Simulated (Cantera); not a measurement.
Charge: 1 mol HF, 0.27 mol SO2, equilibrated at 0.0133 bar.

Cantera equilibrium calculation (NASA polynomials, part measured and part estimated; ideal gas, pure solids and liquids). Candidate condensed phases: H2O, H2SO4, S; 43 gas species. Rates play no part. All values below are at 2123 K.

Base state: HF 0.780, SO2 0.200, SO 0.0108, O2 0.00462, F 0.00206, O 0.000959, H2O 0.000680, OH 0.000337 (mole fractions); condensed: gas only.

### Question
What changes in the equilibrium state with this change: SO2 from 0.27 to 0.0043 mol?

### Answer
```csv
species,before,after
HF,0.780,0.993
SO2,0.200,0.00331
F,0.00206,0.00159
SO,0.0108,0.000891
O2,0.00462,0.000186
O,0.000959,0.000192
OH,0.000337,0.000112
H2,6.00e-5,0.000164
```

### Question
What changes in the equilibrium state with this change: HF replaced by CO2?

### Answer
```json
[
 {"species": "CO2", "before": "0", "after": "0.657"},
 {"species": "SO2", "before": "0.200", "after": "0.199"},
 {"species": "CO", "before": "0", "after": "0.0920"},
 {"species": "HF", "before": "0.780", "after": "0"},
 {"species": "O2", "before": "0.00462", "after": "0.0462"},
 {"species": "SO", "before": "0.0108", "after": "0.00340"},
 {"species": "F", "before": "0.00206", "after": "0"},
 {"species": "H2O", "before": "0.000680", "after": "0"},
 {"species": "OH", "before": "0.000337", "after": "0"},
 {"species": "H", "before": "0.000241", "after": "0"}
]
```
Further candidate phases: C.

### Question
What changes in the equilibrium state with this change: 0.12 mol H2O added?

### Answer
```tsv
species	before	after
HF	0.780	0.712
SO2	0.200	0.184
H2O	0.000680	0.0766
SO	0.0108	0.00850
H2	6.00e-5	0.00579
OH	0.000337	0.00387
F	0.00206	0.000191
H	0.000241	0.00236
```
